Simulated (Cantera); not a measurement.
A Cantera script and what it prints.

```python
import numpy as np
import cantera as ct

gas_names = """
    H HO2 H2 H2O H2O2 Hg O OH O2 O3
""".split()
cond_names = """
    H2O(s) H2O(L) Hg(cr) Hg(L) HgO(s)
""".split()


# ... load() reads the species with a 1 bar reference pressure and builds the phases ...
atoms = {
    'HgO': {'Hg': 1, 'O': 1},
    'O2': {'O': 2},
    'H2': {'H': 2},
}
top_T = {}  # K; cautious upper limits of use, not melting points


# ... equilibrate(T, P, feed) seeds the gas with the atoms and calls Mixture.equilibrate('TP', solver="vcs", rtol=1e-11, max_steps=5000) ...
results = []
feed = {'HgO': 1, 'O2': 0.31, 'H2': 0.21}  # mol
T = 1375  # K
P = 270000  # Pa
mix = equilibrate(T, P, feed)
results.append((T, P, feed, dict(zip(mix.species_names, mix.species_moles))))
print(gas.report(threshold=0.0001))
for i in range(1, mix.n_phases):
    print(f"{mix.phase(i).name:16s} {mix.phase_moles(i):12.5e} mol")
```

Output:

```
       temperature   1375 K
          pressure   2.7e+05 Pa
           density   2.7987 kg/m^3
  mean mol. weight   118.5 kg/kmol
   phase of matter   gas

                          1 kg             1 kmol
                     ---------------   ---------------
          enthalpy        2.9652e+05        3.5139e+07  J
   internal energy        2.0005e+05        2.3706e+07  J
           entropy            1928.1        2.2848e+05  J/K
    Gibbs function       -2.3546e+06       -2.7902e+08  J
 heat capacity c_p            246.39             29198  J/K
 heat capacity c_v            176.23             20884  J/K

                      mass frac. Y      mole frac. X     chem. pot. / RT
                     ---------------   ---------------   ---------------
               H2O          0.016669           0.10965           -48.323
                Hg           0.88392           0.52219           -17.195
                O2          0.099404           0.36814           -27.511
     [   +7 minor]        3.2976e-06        2.2868e-05

Hg(L)             0.00000e+00 mol
```

Cantera equilibrium calculation (NASA polynomials, part measured and part estimated; ideal gas, pure solids and liquids).
